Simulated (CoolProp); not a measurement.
o-xylene along the isobar 0.492 MPa: fugacity coefficient from the reference equation and from simpler models built on Tc = 630.3 K, pc = 3.737 MPa, ω = 0.312; each cubic takes its own stable root.

Computed with CoolProp (reference Helmholtz-energy equation of state, Zhou 2012).

```tsv
T (K)	phase	reference	Redlich-Kwong	Soave-Redlich-Kwong	Peng-Robinson
451.9	liquid	0.4410	0.7398	0.4499	0.4457
464.9	liquid	0.5716	0.8957	0.5856	0.5785
478	liquid	0.7282	0.9034	0.7487	0.7379
491	gas	0.8836	0.9103	0.9006	0.8951
504.1	gas	0.8947	0.9165	0.9083	0.9028
517.1	gas	0.9042	0.9222	0.9152	0.9097
530.2	gas	0.9125	0.9274	0.9216	0.9162
543.2	gas	0.9197	0.9322	0.9273	0.9220
556.3	gas	0.9261	0.9366	0.9326	0.9274
```

At some of these states Redlich-Kwong gives the other phase, because its saturation line lies elsewhere.
